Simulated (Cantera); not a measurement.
What does this Cantera script print?

```python
import numpy as np
import cantera as ct

gas_names = """
    Br Br2 H HBr H2 Si SiBr SiBr2 SiBr3 SiBr4 SiH SiHBr3 SiH2 SiH2Br2 SiH3 SiH3Br SiH4 Si2 Si3
""".split()
cond_names = """
    Br2(cr) Br2(L) Si(cr) Si(L)
""".split()


# ... load() reads the species with a 1 bar reference pressure and builds the phases ...
atoms = {
    'Si': {'Si': 1},
    'Br2': {'Br': 2},
    'H2': {'H': 2},
}
top_T = {}  # K; cautious upper limits of use, not melting points


# ... equilibrate(T, P, feed) seeds the gas with the atoms and calls Mixture.equilibrate('TP', solver="vcs", rtol=1e-11, max_steps=5000) ...
results = []
feed = {'Si': 1, 'Br2': 8.9, 'H2': 31}  # mol
T = 1173.15  # K
for P in [1, 6.8, 46, 320, 2200, 15000, 100000]:
    mix = equilibrate(T, P, feed)
    results.append((T, P, feed, dict(zip(mix.species_names, mix.species_moles))))

top = {s: max(r[3][s] / sum(r[3][g] for g in gas_names) for r in results) for s in gas_names}
cols = sorted((s for s in top if top[s] > 1e-06), key=lambda s: -top[s])[:8]
seen = [c for c in cond_names if any(r[3].get(c, 0) > 1e-12 for r in results)]
print("log10 of partial pressures in bar; condensed amounts in mol")
print(f"{'P/Pa':>10s}" + "".join(f"{s[:9]:>10s}" for s in cols + seen))
for T, P, feed, n in results:
    ng = sum(n[g] for g in gas_names)
    print(f"{P:10.4g}" + "".join(f"{np.log10(max(n[s] / ng * P / 1e5, 1e-99)):10.3f}" for s in cols)
          + "".join(f"{n.get(c, 0):10.4g}" for c in seen))
```

It prints:

```
log10 of partial pressures in bar; condensed amounts in mol
      P/Pa        H2       HBr     SiBr4     SiBr2        Br     SiBr3    SiHBr3         H
         1    -5.236    -5.415    -8.803    -6.610    -7.037    -8.655   -10.478    -9.545
       6.8    -4.403    -4.577    -7.147    -5.798    -6.615    -7.421    -8.828    -9.129
        46    -3.567    -3.752    -5.604    -5.069    -6.208    -6.285    -7.275    -8.711
       320    -2.713    -2.927    -4.308    -4.568    -5.810    -5.387    -5.949    -8.284
      2200    -1.868    -2.103    -3.307    -4.372    -5.408    -4.788    -4.928    -7.861
   1.5e+04    -1.033    -1.272    -2.435    -4.325    -4.996    -4.329    -4.051    -7.444
     1e+05    -0.208    -0.449    -1.603    -4.315    -4.585    -3.908    -3.218    -7.031
```

Equilibrium computed with Cantera from the NASA thermochemical tables; the gas is ideal and each condensed phase is pure. The tables' values for SiBr3 are old estimates; treat these amounts as uncertain.
